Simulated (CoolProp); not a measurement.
Vapour pressure (MPa) of acetone: the reference equation beside estimates from Tc = 235.0 °C, pc = 4.692 MPa, ω = 0.307. Clausius-Clapeyron is anchored at 40.85 °C with a constant enthalpy of vaporisation of 30.08 kJ/mol.

Model: reference Helmholtz-energy equation of state, Lemmon 2006, in CoolProp. It is a short technical equation, of lower accuracy than the large ones.

| T (°C) | reference | Lee-Kesler | Clausius-Clapeyron | van der Waals | Redlich-Kwong | Soave-Redlich-Kwong | Peng-Robinson |
|---|---|---|---|---|---|---|---|
| 23.65 | 0.02898 | 0.02737 | 0.02998 | 0.3486 | 0.07211 | 0.02771 | 0.02859 |
| 29.35 | 0.03695 | 0.03516 | 0.03772 | 0.3897 | 0.08851 | 0.03551 | 0.03648 |
| 35.15 | 0.04680 | 0.04485 | 0.04724 | 0.4348 | 0.1080 | 0.04521 | 0.04623 |
| 40.85 | 0.05845 | 0.05639 | 0.05845 | 0.4824 | 0.1302 | 0.05674 | 0.05778 |
| 46.55 | 0.07234 | 0.07021 | 0.07178 | 0.5334 | 0.1556 | 0.07054 | 0.07156 |
| 52.35 | 0.08906 | 0.08693 | 0.08782 | 0.5890 | 0.1852 | 0.08721 | 0.08818 |
| 58.05 | 0.1084 | 0.1063 | 0.1063 | 0.6472 | 0.2181 | 0.1065 | 0.1074 |
| 63.75 | 0.1308 | 0.1290 | (withheld) | 0.7092 | 0.2552 | 0.1291 | 0.1298 |
| 69.55 | 0.1573 | 0.1558 | 0.1534 | 0.7761 | 0.2975 | 0.1558 | 0.1562 |
| 75.25 | 0.1873 | (withheld) | 0.1823 | 0.8459 | 0.3438 | 0.1861 | 0.1861 |
| 80.95 | 0.2215 | 0.2210 | 0.2155 | 0.9196 | 0.3952 | 0.2208 | 0.2203 |
| 86.75 | 0.2612 | 0.2613 | 0.2540 | (withheld) | 0.4530 | 0.2611 | 0.2601 |
| 92.45 | 0.3053 | 0.3063 | 0.2971 | 1.081 | 0.5155 | 0.3061 | 0.3043 |
| 98.25 | 0.3558 | 0.3579 | 0.3468 | 1.169 | 0.5851 | 0.3577 | 0.3551 |
| 103.95 | 0.4116 | 0.4147 | (withheld) | 1.260 | 0.6598 | 0.4147 | 0.4112 |

What belongs in the gaps?


- 63.75, Clausius-Clapeyron: 0.1279
- 75.25, Lee-Kesler: 0.1862
- 86.75, van der Waals: 0.9988
- 103.95, Clausius-Clapeyron: 0.4018

Absolute difference from the reference over all 15 rows, mean and median: Lee-Kesler 2.0 and 1.4 %, Clausius-Clapeyron 2.1 and 2.4 %, van der Waals 518.7 and 442.2 %, Redlich-Kwong 98.6 and 95.1 %, Soave-Redlich-Kwong 1.7 and 1.3 %, Peng-Robinson 0.8 and 0.8 %.
